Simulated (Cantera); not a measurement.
A freely propagating, adiabatic, planar premixed flame of CH₄ : C₂H₆ : O₂ : N₂ = 1 : 0.091 : 3.27 : 12.3 (molar parts), equivalence ratio 0.71, unburnt at 575 K and 100.0 Torr; mixture-averaged transport, grid criteria slope 0.08 and curve 0.16, no radiation.

Model: GRI-Mech 3.0 (53 species, 325 reactions), integrated in Cantera. Burning velocities carry a grid error of a few per cent, more on coarse grids.

Task: Predict: laminar burning velocity; thermal thickness; peak x(H); peak x(HCN).

Result: 
```
Property                    Result
------------------------  --------
laminar burning velocity  134 cm/s
thermal thickness          2.27 mm
peak x(H)                  0.00950
peak x(HCN)                4.36e-7
```
